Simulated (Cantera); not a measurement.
# Ignition delay

Mixture: CO : H₂ : CH₄ : O₂ : N₂ = 1 : 0.04 : 0.068 : 0.437 : 1.64 (molar parts), at 1.01 bar, adiabatic and at constant pressure. Ignition delay is the time to a rise of 400 K.

Model: GRI-Mech 3.0 (53 species, 325 reactions), integrated in Cantera. Where the delays flatten at high temperature, the 400 K rule measures the pace of heat release, not the induction time.

```csv
T0 (K),delay (ms)
1250,0.368
1325,0.231
1400,0.159
1475,0.117
1550,0.0906
1625,0.0727
1700,0.0604
1775,0.0518
```
